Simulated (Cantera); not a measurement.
Charge: 1 mol CuO, 2 mol CO, 0.37 mol CH4, at 900 K and 1 atm.

Cantera equilibrium calculation (NASA polynomials, part measured and part estimated; ideal gas, pure solids and liquids). Candidate condensed phases: C, C6H6, C7H8, C8H18, Cu, CuO, Cu(OH)2, Cu2O, H2O; 113 gas species. Rates play no part.

Base state: CO2 0.427, CO 0.275, H2 0.172, H2O 0.116, CH4 0.00937 (mole fractions); condensed: C(graphite) + Cu(s).

What changes in the equilibrium state with this change: pressure from 1 atm to 0.180 bar?


```json
[
 {"species": "CO", "before": "0.275", "after": "0.497"},
 {"species": "CO2", "before": "0.427", "after": "0.249"},
 {"species": "H2", "before": "0.172", "after": "0.207"},
 {"species": "H2O", "before": "0.116", "after": "0.0449"},
 {"species": "CH4", "before": "0.00937", "after": "0.00240"},
 {"species": "C(graphite), mol", "before": "0.657", "after": "0.210"},
 {"species": "Cu(s), mol", "before": "1.00", "after": "1.00"}
]
```

What changes in the equilibrium state with this change: temperature from 900 K to 1598.15 K?


| species | before | after |
|---|---|---|
| CO | 0.275 | 0.644 |
| H2 | 0.172 | 0.153 |
| CO2 | 0.427 | 0.118 |
| H2O | 0.116 | 0.0844 |
| Cu | <1e-9 | 3.82e-5 |
| CH4 | 0.00937 | 4.12e-8 |
| H | <1e-9 | 2.08e-5 |
| C(graphite), mol | 0.657 | 0 |
| Cu(s), mol | 1.00 | 0 |
| Cu(l), mol | 0 | 1.000 |
